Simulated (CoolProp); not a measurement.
The fluid at 288.62 K and 0.0275 MPa is throttled through a valve to 0.0145 MPa with no heat exchange. The same conditions are run with several fluids, on thermodynamics alone (safety and materials aside).

The numbers come from the reference Helmholtz-energy equation of state of each fluid (R123: Younglove 1994; carbon dioxide: Span 1996; cyclopropane: Polt 1992; CH2F2 (R32): Tillner-Roth 1997; R227EA: Lemmon 2016) in CoolProp. The equations of Platzer and Polt are older, rougher fits.

```
fluid           temperature change (K)  final density (kg/m³)
--------------  ----------------------  ---------------------
R123                              -0.5                  0.932
carbon dioxide                       …                  0.266
cyclopropane                      -0.3                  0.255
CH2F2 (R32)                          …                      …
R227EA                            -0.3                   1.03
```

**Question.** What belongs in the gaps?

**Answer.** 
- carbon dioxide, temperature change (K): -0.2
- CH2F2 (R32), temperature change (K): -0.4
- CH2F2 (R32), final density (kg/m³): 0.315
